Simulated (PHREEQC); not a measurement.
Model water analysis in mmol/kgw, 25 °C, pH 7.2, pe 9.5:

```
constituent           mmol/kgw
--------------------  --------
Na                         201
K                         2.07
Ca                        1.39
Mg                        5.83
Cl                         208
S(6)                      4.41
Alkalinity (meq/kgw)    0.0138
F                          0.3
Ni                      0.0319
```

Valence states are taken as typed.

The numbers come from PHREEQC with the ion-association model, wateq4f.dat.

Precipitation was switched off in this run.

Question: What activity of water does the model give?

Answer: activity of water 0.993.

Question: In which forms is Mg present?

Answer: Mg+2 93 %, MgSO4 6.0 %, MgF+ 0.5 % of the Mg.

Complexes and solids missing from the database can't appear.
